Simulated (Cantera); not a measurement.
Feed: 1 mol CuO, 0.71 mol CO, held at 0.00310 bar.

Cantera equilibrium calculation (NASA polynomials, part measured and part estimated; ideal gas, pure solids and liquids). Candidate condensed phases: C, Cu, CuO, Cu2O; 15 gas species. Equilibrium is a limit: real reactors are often held back by kinetics, nucleation or transport. All values below are at 1525 °C.

Base state: CO2 0.679, Cu 0.171, O2 0.143, CO 0.00651, O 0.000810, CuO 0.000476, Cu2 0.000324 (mole fractions); condensed: Cu(l).

**Question.** What changes in the equilibrium state with this change: CO from 0.71 to 2.4 mol?

**Answer.** 
| species | before | after |
|---|---|---|
| CO | 0.00651 | 0.484 |
| CO2 | 0.679 | 0.345 |
| Cu | 0.171 | 0.171 |
| O2 | 0.143 | 6.68e-6 |
| O | 0.000810 | 5.54e-6 |
| CuO | 0.000476 | 3.26e-6 |
| Cu(l), mol | 0.822 | 0.504 |
